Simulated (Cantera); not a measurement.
Input (Python, Cantera) and output of one run.

```python
import numpy as np
import cantera as ct

gas_names = """
    CL CL2 H HCL H2 Si SiCL SiCL2 SiCL3 SiCL4 SiH SiHCL3 SiH2 SiH2CL2 SiH3 SiH3CL SiH4 Si2 Si3
""".split()
cond_names = """
    Si(cr) Si(L)
""".split()


# ... load() reads the species with a 1 bar reference pressure and builds the phases ...
atoms = {
    'SiCl4': {'Si': 1, 'CL': 4},
    'Cl2': {'CL': 2},
    'H2': {'H': 2},
}
top_T = {}  # K; cautious upper limits of use, not melting points


# ... equilibrate(T, P, feed) seeds the gas with the atoms and calls Mixture.equilibrate('TP', solver="vcs", rtol=1e-11, max_steps=5000) ...
results = []
T = 1498.15  # K
P = 270000  # Pa
for m in [0.5, 0.6, 0.71, 0.85, 1, 1.2, 1.4, 1.7, 2, 2.4, 2.9]:
    feed = {'SiCl4': 1, 'Cl2': m, 'H2': 0.55}  # mol
    mix = equilibrate(T, P, feed)
    results.append((T, P, feed, dict(zip(mix.species_names, mix.species_moles))))

top = {s: max(r[3][s] / sum(r[3][g] for g in gas_names) for r in results) for s in gas_names}
cols = sorted((s for s in top if top[s] > 0.001), key=lambda s: -top[s])[:6]
seen = [c for c in cond_names if any(r[3].get(c, 0) > 1e-12 for r in results)]
print("log10 of partial pressures in bar; condensed amounts in mol")
print(f"{'n(Cl2)':>10s}" + "".join(f"{s[:9]:>10s}" for s in cols + seen))
for T, P, feed, n in results:
    ng = sum(n[g] for g in gas_names)
    print(f"{feed['Cl2']:10.4g}" + "".join(f"{np.log10(max(n[s] / ng * P / 1e5, 1e-99)):10.3f}" for s in cols)
          + "".join(f"{n.get(c, 0):10.4g}" for c in seen))
```

Output:

```
log10 of partial pressures in bar; condensed amounts in mol
    n(Cl2)       HCL       CL2     SiCL4        CL        H2     SiCL3
       0.5     0.128    -5.649     0.107    -4.063    -1.332    -1.593
       0.6     0.139    -1.253     0.098    -1.865    -5.706    -3.800
      0.71     0.117    -0.749     0.075    -1.613    -6.255    -4.074
      0.85     0.090    -0.496     0.048    -1.487    -6.562    -4.228
         1     0.063    -0.343     0.022    -1.410    -6.768    -4.331
       1.2     0.030    -0.214    -0.012    -1.346    -6.963    -4.429
       1.4    -0.001    -0.127    -0.043    -1.303    -7.112    -4.503
       1.7    -0.044    -0.037    -0.085    -1.257    -7.287    -4.591
         2    -0.082     0.026    -0.124    -1.226    -7.428    -4.661
       2.4    -0.129     0.086    -0.170    -1.196    -7.581    -4.737
       2.9    -0.181     0.138    -0.222    -1.170    -7.738    -4.816
```

Cantera equilibrium calculation (NASA polynomials, part measured and part estimated; ideal gas, pure solids and liquids). The tables' values for SiCl3 are old estimates; treat these amounts as uncertain.
